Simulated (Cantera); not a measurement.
Mixture: CH₃OH : O₂ : N₂ = 1 : 0.789 : 2.97 (molar parts), at 5.00 bar, adiabatic and at constant volume. Ignition delay is the time to a rise of 400 K.

Cantera simulation using GRI-Mech 3.0 (53 species, 325 reactions); the numbers are that mechanism's predictions, not measurements. GRI-Mech 3.0 was tuned for natural gas; its chemistry of methanol as a main component is partial and can be far from experiment.

Task: Predict: delay at 1075 K; delay at 1275 K; delay at 1475 K; delay at 1675 K; delay at 1875 K; apparent activation energy between 1675 and 1875 K.

Result: 
```
Quantity                                                 Value
--------------------------------------------------  ----------
delay at 1075 K                                        22.4 ms
delay at 1275 K                                       0.641 ms
delay at 1475 K                                        52.0 µs
delay at 1675 K                                        8.69 µs
delay at 1875 K                                        2.33 µs
apparent activation energy between 1675 and 1875 K  170 kJ/mol
```
